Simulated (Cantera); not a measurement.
Equilibrium for silicon carbide growth: SiH₄ + HCl + H₂ + C₂H₂

Input: 1 mol SiH₄, 2.4 mol HCl, 570 mol H₂, 0.31 mol C₂H₂, equilibrated at 150 Torr.

Method: chemical equilibrium by Gibbs-energy minimisation in Cantera with the NASA 1993 tables (ideal gas, pure condensed phases). Candidate condensed phases: C, C₆H₆, C₇H₈, C₈H₁₈, Si, SiC; 109 gas species. Mutual solubility and eutectic melting of coexisting phases are not modelled. Gases not in the tables: Si₂H₆ and higher silanes. The numbers say what is thermodynamically allowed, not how fast it happens.

```csv
T (K),x H₂,x HCl,x H,x SiCl₂,x SiH₂,x Si,n Si(s),n SiC(s),n Si(l)
1400,0.996,0.00407,1.09e-5,4.92e-5,3.75e-7,4.12e-9,0.353,0.618,0
1425,0.996,0.00407,1.52e-5,5.03e-5,5.39e-7,8.05e-9,0.352,0.618,0
1450,0.996,0.00407,2.11e-5,5.13e-5,7.66e-7,1.54e-8,0.351,0.618,0
1475,0.996,0.00407,2.89e-5,5.23e-5,1.08e-6,2.88e-8,0.351,0.618,0
1500,0.996,0.00407,3.93e-5,5.33e-5,1.49e-6,5.26e-8,0.350,0.618,0
1525,0.996,0.00407,5.28e-5,5.43e-5,2.05e-6,9.44e-8,0.349,0.618,0
1550,0.996,0.00406,7.03e-5,5.53e-5,2.78e-6,1.66e-7,0.348,0.618,0
1575,0.996,0.00406,9.27e-5,5.62e-5,3.74e-6,2.87e-7,0.347,0.618,0
1600,0.996,0.00406,0.000121,5.71e-5,4.98e-6,4.88e-7,0.345,0.618,0
1625,0.996,0.00406,0.000157,5.79e-5,6.58e-6,8.14e-7,0.343,0.618,0
1650,0.996,0.00406,0.000203,5.88e-5,8.62e-6,1.34e-6,0.341,0.618,0
1675,0.996,0.00405,0.000259,5.96e-5,1.12e-5,2.17e-6,0.338,0.618,0
1700,0.996,0.00405,0.000329,5.91e-5,1.41e-5,3.39e-6,0,0.618,0.335
1725,0.995,0.00406,0.000414,5.70e-5,1.72e-5,5.08e-6,0,0.618,0.333
```
x: gas mole fraction; n: condensed amount in mol.

From 1400 K to 1675 K the condensed part is Si(s) + SiC(s). From 1700 K to 1725 K the condensed part is Si(l) + SiC(s). The main Si-bearing gas is SiCl₂ throughout.
